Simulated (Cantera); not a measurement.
An isothermal, constant-pressure homogeneous reactor starts with 23.6 % H2, 13.9 % O2, 62.5 % N2, equivalence ratio 0.85, at 1148 K and 0.188 atm.

Cantera simulation using GRI-Mech 3.0 (53 species, 325 reactions); the numbers are that mechanism's predictions, not measurements. The temperature is held fixed by assumption; the heat of reaction is taken as removed at once.

One state of this run: x H2 = 4.57e-7; x O2 = 0.0236; x H = 2.96e-9; x N2O = 3.65e-8; x H2O = 0.268; x NO2 = 4.04e-8. x: mole fraction; the columns are a selection and need not sum to one.

Task: Which value of t (s) does it belong to?
(A) 0.000528
(B) 0.368
(C) 0.000103
(D) 0.0139

Result: B, 0.368
